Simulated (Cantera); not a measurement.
Source: NASA polynomial tables (part measured, part estimated), evaluated in Cantera. Values are per mole of reaction as written; species without (g) are pure solids or liquids, kept so even where they would boil at 1 bar.

Q: Between 300 and 873 K, where is each reaction favourable under standard conditions?
- 2 OH(g) + 2 Li = H2O(g) + Li2O

A: 
- 2 OH(g) + 2 Li = H2O(g) + Li2O: ΔG° is -860 kJ at 300 K and -735 kJ at 873 K; it stays negative (K > 1). ΔH° is -930 kJ and ΔS° -224 J/K at 873 K.
